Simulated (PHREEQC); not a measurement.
Solution (70 °C): 11 mmol/kgw CaSO4, 0.069 mmol/kgw NaF, 1.6 mmol/kgw H4SiO4 and 2.7 mmol/kgw HF. It is in equilibrium with CO2 at log p = -3.4 (atm). Otherwise closed; pH follows from the charge balance.

Model: ion-association model, wateq4f.dat, run in PHREEQC.

This is a speciation only: nothing precipitates in the calculation.

### Question
Order these F species by the share of F that they hold, largest first: HF2-, SiF6-2, F-, CaF+, HF.

### Answer
HF (56 %), F- (40 %), CaF+ (3.2 %), SiF6-2 (0.83 %), HF2- (0.54 %)

The pH is 3.33 and the ionic strength 0.0293 mol/kgw. Saturation is exceeded, for instance for Fluorite, Quartz (slow to form); the values hold only as long as no solid forms. At this temperature some constants are extrapolated from 25 °C, and those without enthalpy data are left unchanged. SiF6-2 is the database's only silicon fluoride.
